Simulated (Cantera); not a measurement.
An isothermal, constant-pressure homogeneous reactor starts with H2 : O2 = 0.01 : 1 (molar parts), equivalence ratio 0.0050, at 1023 K and 0.0250 bar.

Model: GRI-Mech 3.0 (53 species, 325 reactions), integrated in Cantera. Radical loss at walls, strong at low pressure, is not modelled.

One state of this run: x H2 = 1.38e-5; x O2 = 0.989; x O = 0.00141; x H2O = 0.00981; x HO2 = 1.81e-6. x: mole fraction; the columns are a selection and need not sum to one.

### Question
Which value of t (s) does it belong to?
A) 0.0534
B) 0.152
C) 0.000100
D) 10.0

### Answer
A, 0.0534
